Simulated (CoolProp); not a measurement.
Computed with CoolProp (reference Helmholtz-energy equation of state, Lemmon 2006). It is a short technical equation, of lower accuracy than the large ones.

### Question
For carbonyl sulfide, give the phase and the speed of sound (m/s), isothermal compressibility (1/MPa), expansivity (1/kK) at 403.8 K and 7940 kPa; 413.5 K and 7940 kPa; 452.2 K and 7940 kPa.

### Answer
- 403.8 K and 7940 kPa: supercritical; speed of sound 192, isothermal compressibility 0.343, expansivity 22.6
- 413.5 K and 7940 kPa: supercritical; speed of sound 203, isothermal compressibility 0.261, expansivity 13.7
- 452.2 K and 7940 kPa: supercritical; speed of sound 235, isothermal compressibility 0.178, expansivity 5.94
